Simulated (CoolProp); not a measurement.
Saturation properties of propylene glycol.

Values from CoolProp's reference Helmholtz-energy equation of state, Eisenbach 2021.

```tsv
T (K)	p (MPa)	liquid density (kg/m³)	vapour density (kg/m³)	enthalpy of vaporisation (kJ/kg)
441.1	0.05265	912.1	1.106	720.6
450	0.07096	903.5	1.466	711.4
458.9	0.09429	894.6	1.917	702.1
467.8	0.1236	885.5	2.477	692.5
476.7	0.1601	876.2	3.164	682.7
485.6	0.2050	866.7	4.001	672.7
494.6	0.2604	856.7	5.023	662.3
503.5	0.3265	846.6	6.235	651.6
512.4	0.4057	836.1	7.677	640.5
521.3	0.4996	825.4	9.384	629.0
530.2	0.6102	814.2	11.40	617.0
539.1	0.7397	802.7	13.75	604.4
548	0.8903	790.7	16.51	591.2
```

It boils at 461.2 K under 1 atm.
